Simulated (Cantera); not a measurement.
A perfectly stirred reactor is fed with H₂ : O₂ = 0.0081 : 1 (molar parts), equivalence ratio 0.0040, at 3400 Pa; it is held at 1148 K, and followed from long to short residence time.

Detailed kinetics in Cantera: the H2/O2 subset of GRI-Mech 3.0, which has no nitrogen chemistry. Radical loss at walls, strong at low pressure, is not modelled.

**Question.** What does this change do: H2 0.0081 to 0.0042 parts?

**Answer.** 
```csv
quantity,before,after
x(H₂) at τ = 4.60 s,1.79e-5,1.28e-5
x(O₂) at τ = 4.60 s,0.992,0.996
x(H₂O) at τ = 4.60 s,0.00800,0.00414
x(OH) at τ = 4.60 s,9.82e-5,6.48e-5
x(H₂O₂) at τ = 4.60 s,1.99e-8,1.10e-8
x(H₂) at τ = 66.0 ms,0.000195,0.000143
x(O₂) at τ = 66.0 ms,0.989,0.994
x(H₂O) at τ = 66.0 ms,0.00761,0.00389
x(OH) at τ = 66.0 ms,0.000417,0.000275
x(H₂O₂) at τ = 66.0 ms,5.71e-8,3.57e-8
```
